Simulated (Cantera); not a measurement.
# Hydrocarbon pyrolysis for carbon deposition

An isothermal, constant-pressure homogeneous reactor starts with 4.35 % CH4, 95.7 % N2, at 1600 K and 200 Pa.

Cantera simulation using GRI-Mech 3.0 (53 species, 325 reactions); the numbers are that mechanism's predictions, not measurements. GRI-Mech 3.0 stops at C3 and has no aromatics, soot or wall deposition, so with more carbon than oxygen in the feed, carbon stays in small species such as C2H2 where larger ones or solid carbon would form. Radical loss at walls, strong at low pressure, is not modelled.

```tsv
t (s)	x CH4	x C2H4	x CH3	x C2H2	x H2	x HCN	x C2H
0.000100	0.0435	<1e-12	2.20e-8	<1e-12	2.05e-9	<1e-12	<1e-12
0.000347	0.0435	<1e-12	8.99e-8	<1e-12	2.09e-8	<1e-12	<1e-12
0.00120	0.0435	<1e-12	3.95e-7	<1e-12	1.56e-7	<1e-12	<1e-12
0.00416	0.0435	1.92e-11	1.57e-6	<1e-12	7.40e-7	<1e-12	<1e-12
0.0144	0.0435	1.07e-9	5.66e-6	3.02e-12	2.79e-6	<1e-12	<1e-12
0.0500	0.0435	4.84e-8	1.98e-5	4.90e-10	9.97e-6	<1e-12	<1e-12
0.173	0.0434	2.01e-6	6.88e-5	7.33e-8	3.86e-5	<1e-12	<1e-12
0.600	0.0431	7.58e-5	0.000235	1.07e-5	0.000301	3.80e-11	6.32e-11
2.08	0.0374	0.00135	0.000596	0.00127	0.00681	9.76e-9	5.30e-9
7.21	0.0164	0.000377	0.000366	0.0124	0.0382	3.95e-7	4.85e-8
25.0	0.00365	2.29e-5	0.000118	0.0190	0.0571	2.20e-6	1.03e-7
86.6	0.000392	8.12e-7	2.34e-5	0.0206	0.0618	7.56e-6	2.03e-7
300	3.37e-5	2.94e-7	3.17e-6	0.0208	0.0623	1.85e-5	3.23e-7
```
x: mole fraction; the columns are a selection and need not sum to one.

Equilibrium at this temperature and pressure: CH4 6.25e-7, C2H4 5.84e-8, CH3 6.22e-8, C2H2 0.00424, H2 0.0623, HCN 0.0332, C2H 6.98e-8 (gas phase only).
